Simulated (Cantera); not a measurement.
A closed system holds: 1 mol Cr, 4.9 mol N2, equilibrated at 825 K and 43.0 Pa.

Method: chemical equilibrium by Gibbs-energy minimisation in Cantera with the NASA 1993 tables (ideal gas, pure condensed phases). Candidate condensed phases: Cr, CrN, Cr2N; 4 gas species. The numbers say what is thermodynamically allowed, not how fast it happens.

What is the equilibrium state?


```json
{
  "x(N2)": "1.00",
  "n(CrN(s))": "1.00 mol",
  "gas_amount": "4.400 mol",
  "log10 activity of Cr2N(s) (absent)": "-0.94",
  "log10 activity of Cr(s) (absent)": "-1.64"
}
```
